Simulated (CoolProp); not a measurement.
Properties of R124 along the isotherm 420.9 K.

Model: reference Helmholtz-energy equation of state, de Vries 1995, in CoolProp.

```json
[
 {"p (MPa)": "0.0287", "phase": "gas", "isothermal compressibility (1/MPa)": "34.92", "viscosity (µPa s)": "18.1", "conductivity (mW/(m K))": "23.7"},
 {"p (MPa)": "0.0432", "phase": "gas", "isothermal compressibility (1/MPa)": "23.23", "viscosity (µPa s)": "18.1", "conductivity (mW/(m K))": "23.7"},
 {"p (MPa)": "0.0652", "phase": "gas", "isothermal compressibility (1/MPa)": "15.42", "viscosity (µPa s)": "18.1", "conductivity (mW/(m K))": "23.7"},
 {"p (MPa)": "0.0984", "phase": "gas", "isothermal compressibility (1/MPa)": "10.24", "viscosity (µPa s)": "18.1", "conductivity (mW/(m K))": "23.7"},
 {"p (MPa)": "0.148", "phase": "gas", "isothermal compressibility (1/MPa)": "6.836", "viscosity (µPa s)": "18.2", "conductivity (mW/(m K))": "23.8"},
 {"p (MPa)": "0.224", "phase": "gas", "isothermal compressibility (1/MPa)": "4.544", "viscosity (µPa s)": "18.2", "conductivity (mW/(m K))": "23.8"},
 {"p (MPa)": "0.338", "phase": "gas", "isothermal compressibility (1/MPa)": "3.040", "viscosity (µPa s)": "18.2", "conductivity (mW/(m K))": "23.9"},
 {"p (MPa)": "0.51", "phase": "gas", "isothermal compressibility (1/MPa)": "2.045", "viscosity (µPa s)": "18.2", "conductivity (mW/(m K))": "24.0"},
 {"p (MPa)": "0.769", "phase": "gas", "isothermal compressibility (1/MPa)": "1.388", "viscosity (µPa s)": "18.2", "conductivity (mW/(m K))": "24.2"},
 {"p (MPa)": "1.16", "phase": "gas", "isothermal compressibility (1/MPa)": "0.9571", "viscosity (µPa s)": "18.3", "conductivity (mW/(m K))": "24.6"},
 {"p (MPa)": "1.75", "phase": "gas", "isothermal compressibility (1/MPa)": "0.6799", "viscosity (µPa s)": "18.6", "conductivity (mW/(m K))": "25.2"},
 {"p (MPa)": "2.64", "phase": "gas", "isothermal compressibility (1/MPa)": "0.5176", "viscosity (µPa s)": "19.4", "conductivity (mW/(m K))": "26.7"},
 {"p (MPa)": "3.98", "phase": "supercritical", "isothermal compressibility (1/MPa)": "0.4921", "viscosity (µPa s)": "23.0", "conductivity (mW/(m K))": "31.8"},
 {"p (MPa)": "6.01", "phase": "supercritical", "isothermal compressibility (1/MPa)": "0.2241", "viscosity (µPa s)": "53.8", "conductivity (mW/(m K))": "44.1"},
 {"p (MPa)": "9.06", "phase": "supercritical", "isothermal compressibility (1/MPa)": "0.04009", "viscosity (µPa s)": "80.2", "conductivity (mW/(m K))": "47.8"}
]
```

Viscosity comes from a separate model (Bell 2016), an estimate that may be off by 10 % or more. Thermal conductivity comes from a separate model (Huber 2003), an estimate that may be off by 10 % or more.
